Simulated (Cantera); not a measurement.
Input (Python, Cantera) and output of one run.

```python
import numpy as np
import cantera as ct

gas_names = [...]  # 151 gases of nasa_gas.yaml made of C, H, N, O, Si
cond_names = """
    C(gr) C6H6(L) C7H8(L) C8H18(L),n-octa H2O(s) H2O(L) Si(cr) Si(L) SiC(b) SiO2(Lqz) SiO2(hqz) SiO2(L)
    Si2N2O(s) Si3N4(a)
""".split()


# ... load() reads the species with a 1 bar reference pressure and builds the phases ...
atoms = {
    'TEOS': {'Si': 1, 'C': 8, 'H': 20, 'O': 4},
    'NO': {'N': 1, 'O': 1},
}
top_T = {'C(gr)': 4500, 'SiC(b)': 3050, 'Si2N2O(s)': 2100, 'Si3N4(a)': 2400}  # K; cautious upper limits of use, not melting points


# ... equilibrate(T, P, feed) seeds the gas with the atoms and calls Mixture.equilibrate('TP', solver="vcs", rtol=1e-11, max_steps=5000) ...
results = []
feed = {'TEOS': 1, 'NO': 0.3}  # mol
P = 1100  # Pa
for T in [600, 700, 800, 900, 1000, 1100, 1200, 1300, 1400, 1500, 1600, 1700]:
    mix = equilibrate(T, P, feed)
    results.append((T, P, feed, dict(zip(mix.species_names, mix.species_moles))))

top = {s: max(r[3][s] / sum(r[3][g] for g in gas_names) for r in results) for s in gas_names}
cols = sorted((s for s in top if top[s] > 1e-05), key=lambda s: -top[s])[:6]
seen = [c for c in cond_names if any(r[3].get(c, 0) > 1e-12 for r in results)]
print("log10 of partial pressures in bar; condensed amounts in mol")
print(f"{'T/K':>10s}" + "".join(f"{s[:9]:>10s}" for s in cols + seen))
for T, P, feed, n in results:
    ng = sum(n[g] for g in gas_names)
    print(f"{T:10.4g}" + "".join(f"{np.log10(max(n[s] / ng * P / 1e5, 1e-99)):10.3f}" for s in cols)
          + "".join(f"{n.get(c, 0):10.4g}" for c in seen))
```

Result:

```
log10 of partial pressures in bar; condensed amounts in mol
       T/K        H2        CO       CH4       H2O       CO2        N2     C(gr)    SiC(b) SiO2(Lqz) SiO2(hqz) Si2N2O(s)
       600    -2.271    -4.651    -2.568    -2.613    -3.541    -3.704     5.717         0         1         0         0
       700    -2.082    -3.473    -3.235    -2.923    -3.340    -3.798     6.705         0         1         0         0
       800    -2.055    -2.842    -3.981    -3.528    -3.690    -3.854     6.125         0         1         0         0
       900    -2.055    -2.707    -4.615    -4.377    -4.667    -3.874     5.744         0         0         1         0
      1000    -2.054    -2.694    -5.128    -5.151    -5.634    -3.877     5.702         0         0         1         0
      1100    -2.054    -2.692    -5.553    -5.795    -6.439    -3.878     5.699         0         0         1         0
      1200    -2.054    -2.692    -5.909    -6.332    -7.108    -3.878     5.699         0         0         1         0
      1300    -2.058    -2.662    -6.221    -6.760    -7.610    -4.122     5.508         0         0    0.8726   0.06365
      1400    -2.111    -2.491    -6.586    -7.031    -7.747    -4.724     3.086    0.7437         0         0    0.1255
      1500    -2.119    -2.486    -6.827    -7.370    -8.150    -3.944     2.715    0.9916         0         0         0
      1600    -2.119    -2.486    -7.025    -7.664    -8.509    -3.946     2.722    0.9876         0         0         0
      1700    -2.119    -2.487    -7.199    -7.923    -8.824    -3.949     2.729    0.9825         0         0         0
```

Method: chemical equilibrium by Gibbs-energy minimisation in Cantera with the NASA 1993 tables (ideal gas, pure condensed phases). The feed counts by its element totals alone. Mutual solubility and eutectic melting of coexisting phases are not modelled. The tables hold silica as quartz up to 1696 K and as liquid above; real silica turns to tridymite and cristobalite and melts near 1996 K.
